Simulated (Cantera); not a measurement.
Input (Python, Cantera) and output of one run.

```python
import numpy as np
import cantera as ct

gas_names = [...]  # 109 gases of nasa_gas.yaml made of C, Cl, H, Si
cond_names = """
    C(gr) C6H6(L) C7H8(L) C8H18(L),n-octa Si(cr) Si(L) SiC(b)
""".split()


# ... load() reads the species with a 1 bar reference pressure and builds the phases ...
atoms = {
    'Si(CH3)4': {'Si': 1, 'C': 4, 'H': 12},
    'HCl': {'H': 1, 'CL': 1},
    'H2': {'H': 2},
}
top_T = {'C(gr)': 4500, 'SiC(b)': 3050}  # K; cautious upper limits of use, not melting points


# ... equilibrate(T, P, feed) seeds the gas with the atoms and calls Mixture.equilibrate('TP', solver="vcs", rtol=1e-11, max_steps=5000) ...
results = []
feed = {'Si(CH3)4': 1, 'HCl': 0.058, 'H2': 180}  # mol
P = 133.322  # Pa
for T in [1098, 1198, 1298, 1398, 1498, 1598, 1698, 1798, 1898, 1998, 2098]:
    mix = equilibrate(T, P, feed)
    results.append((T, P, feed, dict(zip(mix.species_names, mix.species_moles))))
    x = sorted(zip(gas.X, gas.species_names), reverse=True)
    print(f"T = {T:g} K  P = {P:g} Pa  gas = {mix.phase_moles(0):.4g} mol")
    print("   x: " + "  ".join(f"{s} {v:.3e}" for v, s in x if v > 1e-05))
    print("   condensed (mol): " + ("  ".join(f"{mix.phase(i).name} {mix.phase_moles(i):.4g}"
          for i in range(1, mix.n_phases) if mix.phase_moles(i) > 1e-12) or "none"))
```

Result:

```
T = 1098 K  P = 133.322 Pa  gas = 186 mol
   x: H2 9.996e-01  HCL 3.117e-04  CH4 4.869e-05
   condensed (mol): C(gr) 2.991  SiC(b) 1
T = 1198 K  P = 133.322 Pa  gas = 186.1 mol
   x: H2 9.997e-01  HCL 3.117e-04  CH4 2.137e-05
   condensed (mol): C(gr) 2.996  SiC(b) 1
T = 1298 K  P = 133.322 Pa  gas = 186.1 mol
   x: H2 9.996e-01  HCL 3.117e-04  H 2.934e-05  CH4 1.061e-05
   condensed (mol): C(gr) 2.998  SiC(b) 1
T = 1398 K  P = 133.322 Pa  gas = 186.1 mol
   x: H2 9.996e-01  HCL 3.117e-04  H 1.296e-04
   condensed (mol): C(gr) 2.998  SiC(b) 1
T = 1498 K  P = 133.322 Pa  gas = 186.1 mol
   x: H2 9.992e-01  H 4.704e-04  HCL 3.115e-04
   condensed (mol): C(gr) 2.996  SiC(b) 1
T = 1598 K  P = 133.322 Pa  gas = 186.2 mol
   x: H2 9.982e-01  H 1.456e-03  HCL 3.111e-04  C2H2,acetylene 2.689e-05
   condensed (mol): C(gr) 2.99  SiC(b) 0.9998
T = 1698 K  P = 133.322 Pa  gas = 186.4 mol
   x: H2 9.957e-01  H 3.952e-03  HCL 3.101e-04  C2H2,acetylene 7.174e-05
   condensed (mol): C(gr) 2.974  SiC(b) 0.9985
T = 1798 K  P = 133.322 Pa  gas = 187 mol
   x: H2 9.899e-01  H 9.594e-03  HCL 3.079e-04  C2H2,acetylene 1.708e-04  Si 5.521e-05
   condensed (mol): C(gr) 2.947  SiC(b) 0.9887
T = 1898 K  P = 133.322 Pa  gas = 188.1 mol
   x: H2 9.778e-01  H 2.117e-02  C2H2,acetylene 3.679e-04  Si 3.394e-04  HCL 3.032e-04  SiH 1.069e-05
   condensed (mol): C(gr) 2.927  SiC(b) 0.9299
T = 1998 K  P = 133.322 Pa  gas = 190.5 mol
   x: H2 9.542e-01  H 4.291e-02  Si 1.736e-03  C2H2,acetylene 7.233e-04  HCL 2.940e-04  SiC2 7.120e-05  Si2C 4.719e-05  SiH 4.221e-05
   condensed (mol): C(gr) 3.06  SiC(b) 0.6281
T = 2098 K  P = 133.322 Pa  gas = 194.9 mol
   x: H2 9.129e-01  H 8.052e-02  Si 4.523e-03  C2H2,acetylene 1.303e-03  SiC2 2.891e-04  HCL 2.786e-04  Si2C 1.095e-04  SiH 8.597e-05  CL 1.809e-05
   condensed (mol): C(gr) 3.356
```

Cantera equilibrium calculation (NASA polynomials, part measured and part estimated; ideal gas, pure solids and liquids).
